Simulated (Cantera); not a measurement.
Roasting and sulfation: MgCO3 + H2S + H2O

Charge: 1 mol MgCO3, 0.15 mol H2S, 0.18 mol H2O, equilibrated at 20000 Pa.

Equilibrium computed with Cantera from the NASA thermochemical tables; the gas is ideal and each condensed phase is pure. Candidate condensed phases: C, C6H6, C7H8, C8H18, H2O, H2SO4, Mg, MgCO3, MgO, Mg(OH)2, MgS, MgSO4, S; 130 gas species. Gases not in the tables: S3 to S7. The numbers say what is thermodynamically allowed, not how fast it happens.

```csv
T (K),x CO2,x CO,x H2O,x H2S,x SO2,x S2,x H2,x COS,n MgO(s)
973,0.713,0.0217,0.160,0.0761,0.000627,0.0138,0.00790,0.00663,1.00
1073,0.684,0.0426,0.176,0.0535,0.00206,0.0240,0.0119,0.00605,1.00
1173,0.651,0.0671,0.190,0.0336,0.00602,0.0318,0.0153,0.00467,1.00
1273,0.617,0.0946,0.197,0.0201,0.0143,0.0343,0.0183,0.00333,1.00
1373,0.579,0.126,0.200,0.0119,0.0273,0.0315,0.0211,0.00231,1.00
1473,0.538,0.160,0.199,0.00709,0.0432,0.0254,0.0240,0.00156,1.00
1573,0.497,0.193,0.197,0.00412,0.0597,0.0179,0.0265,0.00101,1.00
1673,0.462,0.223,0.195,0.00226,0.0742,0.0107,0.0285,0.000606,1.000
```
x: gas mole fraction; n: condensed amount in mol.

From 973 K to 1673 K the condensed part is MgO(s).
